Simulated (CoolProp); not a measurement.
Vapour-liquid equilibrium of 1-butene (1) + n-butane (2) at 287.1 K; x and y are mole fractions of (1).

The numbers come from the multi-fluid Helmholtz-energy mixture model, Lemmon 2005 and Bücker 2006; pair parameters Bell 2016 in CoolProp.

```json
[
 {"x": "0.05", "bubble pressure, mixture model (bar)": "1.721", "bubble pressure, Raoult's law (bar)": "1.720", "y, mixture model": "0.061", "y, Raoult's law": "0.061"},
 {"x": "0.2", "bubble pressure, mixture model (bar)": "1.787", "bubble pressure, Raoult's law (bar)": "1.779", "y, mixture model": "0.237", "y, Raoult's law": "0.236"},
 {"x": "0.35", "bubble pressure, mixture model (bar)": "1.852", "bubble pressure, Raoult's law (bar)": "1.838", "y, mixture model": "0.400", "y, Raoult's law": "0.399"},
 {"x": "0.5", "bubble pressure, mixture model (bar)": "1.916", "bubble pressure, Raoult's law (bar)": "1.898", "y, mixture model": "0.551", "y, Raoult's law": "0.552"},
 {"x": "0.65", "bubble pressure, mixture model (bar)": "1.977", "bubble pressure, Raoult's law (bar)": "1.957", "y, mixture model": "0.692", "y, Raoult's law": "0.696"},
 {"x": "0.8", "bubble pressure, mixture model (bar)": "2.032", "bubble pressure, Raoult's law (bar)": "2.016", "y, mixture model": "0.826", "y, Raoult's law": "0.831"},
 {"x": "0.95", "bubble pressure, mixture model (bar)": "2.080", "bubble pressure, Raoult's law (bar)": "2.075", "y, mixture model": "0.956", "y, Raoult's law": "0.959"}
]
```

The largest gap from Raoult's law is +1.0 % in bubble pressure, at x = 0.65. No azeotrope shows between x = 0.05 and 0.95.

Pair parameters are fitted to limited data, so mixtures are less certain than the pure fluids.
